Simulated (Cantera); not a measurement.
Charge: 1 mol HMDSO, 5.5 mol N₂O, 11 mol H₂, held at 550 K and 33.0 Pa.

Equilibrium computed with Cantera from the NASA thermochemical tables; the gas is ideal and each condensed phase is pure. The feed counts by its element totals alone. Rates play no part.

```
species               before     after
-------------------  -------  --------
H₂                     0.629     0.658
CO                   0.00159     0.186
N₂                     0.225     0.155
H₂O                   0.0779   4.04e-7
CH₄                   0.0553   2.29e-7
CO₂                   0.0114   5.26e-8
SiO                    <1e-9   0.00168
H                      <1e-9  0.000217
HCN                    <1e-9   5.88e-5
C(graphite), mol        4.33         0
SiO₂(α-quartz), mol     2.00         0
SiC(s), mol                0     0.349
Si₂N₂O(s), mol             0     0.800
```
Gas species are given as mole fractions.

Question: Name the change that produced these shifts.
A. temperature from 550 K to 2073.15 K
B. temperature from 550 K to 1400 K
C. H₂ from 11 to 50 mol
D. H₂ from 11 to 48 mol

Answer: B, temperature from 550 K to 1400 K. Mutual solubility and eutectic melting of coexisting phases are not modelled
